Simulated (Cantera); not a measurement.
Mixture: 10.7 % CH3OH, 18.3 % O2, 68.9 % N2, 2.15 % H2O, equivalence ratio 0.88, at 900 Torr, adiabatic and at constant volume. Ignition delay is the time to a rise of 400 K.

Model: GRI-Mech 3.0 (53 species, 325 reactions), integrated in Cantera. GRI-Mech 3.0 was tuned for natural gas; its chemistry of methanol as a main component is partial and can be far from experiment.

Problem. Predict: delay at 1275 K; delay at 1350 K; delay at 1425 K; delay at 1500 K; delay at 1575 K; delay at 1650 K; apparent activation energy between 1500 and 1650 K.

Solution. 
- delay at 1275 K: 2.40 ms
- delay at 1350 K: 0.869 ms
- delay at 1425 K: 0.359 ms
- delay at 1500 K: 0.166 ms
- delay at 1575 K: 84.3 µs
- delay at 1650 K: 46.3 µs
- apparent activation energy between 1500 and 1650 K: 180 kJ/mol
